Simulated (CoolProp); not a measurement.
Hydrogen sulfide along the isotherm 84.55 °C: Z from the reference equation and from simpler models built on Tc = 100.0 °C, pc = 8999 kPa, ω = 0.101; each cubic takes its own stable root.

Computed with CoolProp (reference Helmholtz-energy equation of state, Lemmon 2006). It is a short technical equation, of lower accuracy than the large ones.

| p (kPa) | phase | reference |
|---|---|---|
| 1040 | gas | 0.9544 |
| 2080 | gas | 0.9049 |
| 3110 | gas | 0.8508 |
| 4150 | gas | 0.7890 |
| 5190 | gas | 0.7161 |
| 6230 | gas | 0.6222 |
| 7270 | liquid | 0.1451 |
| 8310 | liquid | 0.1609 |
| 9340 | liquid | 0.1767 |
| 10400 | liquid | 0.1931 |
| 11400 | liquid | 0.2085 |
| 12500 | liquid | 0.2254 |
| 13500 | liquid | 0.2406 |

**Question.** How far does each simpler model (van der Waals, Peng-Robinson) lie from the reference over these 13 states: mean and median of the absolute difference, and the worst?

**Answer.** 
- van der Waals: mean 45.6 %, median 40.4 %, worst +304.5 % at 84.55 °C and 7270 kPa
- Peng-Robinson: mean 1.5 %, median 1.6 %, worst +3.2 % at 84.55 °C and 7270 kPa

At some of these states van der Waals gives the other phase, because its saturation line lies elsewhere.
